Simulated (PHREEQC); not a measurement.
Make-up at 25 °C: 0.014 mol/kgw HF, 0.00031 mol/kgw KF, 0.00053 mol/kgw H4SiO4 and 0.014 mol/kgw H2SO4. Closed to the air; pH follows from the charge balance.

Equilibrium calculation in PHREEQC: ion-association model, phreeqc.dat.

Precipitation was switched off in this run.

Predict the pH, ionic strength.

pH 1.72; ionic strength 0.0290 mol/kgw.

In which forms is K present?

K+ 98 %, KSO4- 2.3 % of the K.

Complexes and solids missing from the database can't appear. SiF6-2 is the database's only silicon fluoride.
